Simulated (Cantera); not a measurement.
A closed system holds: 1 mol Si3N4, 0.088 mol H2O, 570 mol H2, equilibrated at 248 Torr.

Cantera equilibrium calculation (NASA polynomials, part measured and part estimated; ideal gas, pure solids and liquids). Candidate condensed phases: H2O, Si, SiO2, Si2N2O, Si3N4; 35 gas species. Mutual solubility and eutectic melting of coexisting phases are not modelled. Gases not in the tables: Si2H6 and higher silanes. Kinetics and transport are ignored.

log p: log10 of the partial pressure in bar; n: condensed amount in mol.

| T (K) | log p H2 | log p N2 | log p H | log p SiO | n Si2N2O(s) | n Si3N4(s) | n Si(s) | n Si(l) |
|---|---|---|---|---|---|---|---|---|
| 998 | -0.48 | -4.78 | -8.91 | <-12 | 0.0880 | 0.941 | 0 | 0 |
| 1098 | -0.48 | -4.77 | -7.85 | <-12 | 0.0880 | 0.941 | 0 | 0 |
| 1198 | -0.48 | -4.77 | -6.96 | -11.01 | 0.0880 | 0.941 | 0 | 0 |
| 1298 | -0.48 | -4.77 | … | … | 0.0880 | 0.941 | 0 | 0 |
| 1398 | -0.48 | -4.77 | -5.57 | -7.38 | 0.0879 | 0.941 | 0 | 0 |
| 1498 | -0.48 | -4.34 | -5.01 | -6.08 | 0.0866 | 0.917 | 0.0724 | 0 |
| 1598 | -0.48 | -3.54 | -4.51 | -5.09 | 0.0740 | 0.713 | 0.695 | 0 |
| 1698 | -0.48 | -2.94 | … | -4.29 | 0 | 0 | 0 | 2.90 |
| 1798 | -0.48 | -2.94 | -3.70 | -4.29 | 0 | 0 | 0 | 2.89 |
| 1898 | -0.48 | -2.94 | -3.35 | -4.29 | 0 | 0 | 0 | 2.85 |

**Question.** Some entries are withheld; supply them.

**Answer.** 
- 1298, log p H: -6.21
- 1298, log p SiO: -9.05
- 1698, log p H: -4.08
